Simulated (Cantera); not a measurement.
A perfectly stirred reactor is fed with H2 : O2 : N2 : NO = 1 : 0.5 : 1.88 : 0.0034 (molar parts), at 5.00 bar; it is adiabatic with a 575 K inlet, and is followed from long to short residence time, starting on the burning branch (τ in s: 0.43, 0.15, 0.052, 0.018, 0.0065, 0.0023, 0.0008, 0.00028, 9.8e-05, 3.5e-05, 1.2e-05, 4.3e-06).

Detailed kinetics in Cantera: GRI-Mech 3.0 (53 species, 325 reactions). The hydrogen kinetics of GRI-Mech 3.0 are dated; newer H2 mechanisms differ, most at raised pressure. The mechanism lacks 2 NO + O2 → 2 NO2 and HONO, so NO2 and the effect of NO are under-described below about 1400 K.

Q: What does this change do: pressure from 5.00 bar to 1.01 bar?

A: 
```
quantity                                                                          before                               after
------------------------------------------------  --------------------------------------  ----------------------------------
blow-out, bracketed by the residence times tried  burning at 4.30 µs, the shortest tried  burning at 12.0 µs, out at 4.30 µs
x(H2) at τ = 0.430 s                                                              0.0171                              0.0228
x(O2) at τ = 0.430 s                                                             0.00525                             0.00747
x(NO) at τ = 0.430 s                                                             0.00375                             0.00395
x(N2O) at τ = 0.430 s                                                            4.22e-7                             2.00e-7
x(O) at τ = 0.430 s                                                             0.000688                             0.00134
x(H2) at τ = 0.800 ms                                                             0.0206                              0.0378
x(O2) at τ = 0.800 ms                                                            0.00750                              0.0158
x(NO) at τ = 0.800 ms                                                            0.00199                             0.00136
x(N2O) at τ = 0.800 ms                                                           3.81e-7                             8.99e-8
x(O) at τ = 0.800 ms                                                             0.00109                             0.00483
```
